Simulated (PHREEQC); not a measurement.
0.17 g of hydrous ferric oxide (600 m²/g; 0.2 weak and 0.005 strong sites per Fe, Dzombak-Morel constants, diffuse double layer) in 1 kg of water with 0.01 mol/kgw of an inert sodium salt and 2.9e-06 mol NaF and 4.9e-05 mol CuCl2, at 25 °C; the pH is set by adding NaOH or the inert anion's acid. Oxygen alone is held at its pressure in air (log pO2 = -0.68). No CO2 enters from the air. Precipitation was switched off in this run.

Base run: PHREEQC, ion-association model, wateq4f.dat. Each further column changes one thing. The table gives Cu sorbed (%).

```
pH     base  no electrostatic term (-no_edl)  background salt from 0.01 to 0.001 mol/kgw  oxide from 0.17 to 0.85 g/kgw
-----  ----  -------------------------------  ------------------------------------------  -----------------------------
3       0.0                              0.0                                         0.0                            0.1
3.67    0.5                              ___                                         0.4                            ___
4.33    5.4                              9.0                                         4.3                           22.8
5      27.0                             44.8                                        23.6                           73.9
5.67   73.0                             92.7                                        68.7                           97.2
6.33   96.7                             99.5                                        96.2                           99.8
7      99.5                             99.9                                        99.4                          100.0
7.67   99.6                             99.9                                        99.6                          100.0
8.33   99.6                             99.6                                        99.6                          100.0
9      99.6                              ___                                        99.6                          100.0
9.67   99.5                             74.7                                        99.6                          100.0
10.33  99.3                             23.7                                        99.5                          100.0
11     98.7                              3.1                                        99.3                           99.9
```

Question: Some entries are withheld; supply them.

Answer: 
- 3.67, no electrostatic term (-no_edl): 0.7
- 3.67, oxide from 0.17 to 0.85 g/kgw: 2.2
- 9, no electrostatic term (-no_edl): 97.4

The database's constant for dissolved Cu(OH)2 is higher than later reviews accept. The oxide is taken as insoluble; below pH 4 it would dissolve. In at least one series the solution becomes supersaturated in solids that the run did not let form, among them Cu(OH)2.
